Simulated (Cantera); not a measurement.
NO annealing gas

An isothermal, constant-pressure homogeneous reactor starts with 59.5 % NO, 40.5 % N2, at 1975 K and 32.3 Torr.

Detailed kinetics in Cantera: GRI-Mech 3.0 (53 species, 325 reactions). Radical loss at walls, strong at low pressure, is not modelled.

| t (s) | x NO | x N2O | x N2 | x NO2 | x O2 |
|---|---|---|---|---|---|
| 6.00e-5 | 0.595 | 8.81e-7 | 0.405 | 2.57e-9 | 9.14e-10 |
| 0.000235 | 0.595 | 3.42e-6 | 0.405 | 3.80e-8 | 1.39e-8 |
| 0.000917 | 0.595 | 1.30e-5 | 0.405 | 5.14e-7 | 2.15e-7 |
| 0.00358 | 0.595 | 4.50e-5 | 0.405 | 5.23e-6 | 3.67e-6 |
| 0.0140 | 0.595 | 0.000113 | 0.405 | 2.50e-5 | 8.21e-5 |
| 0.0548 | 0.593 | 0.000140 | 0.406 | 3.76e-5 | 0.000984 |
| 0.214 | 0.585 | 0.000133 | 0.410 | 4.55e-5 | 0.00503 |
| 0.837 | 0.551 | 0.000112 | 0.427 | 6.81e-5 | 0.0217 |
| 3.27 | 0.416 | 5.65e-5 | 0.494 | 9.92e-5 | 0.0888 |
| 12.8 | 0.117 | 3.92e-6 | 0.643 | 4.63e-5 | 0.238 |
| 50.0 | 0.0118 | 1.08e-7 | 0.696 | 5.17e-6 | 0.291 |
x: mole fraction; the columns are a selection and need not sum to one.

Equilibrium at this temperature and pressure: NO 0.00797, N2O 8.76e-8, N2 0.698, NO2 3.50e-6, O2 0.293 (gas phase only).
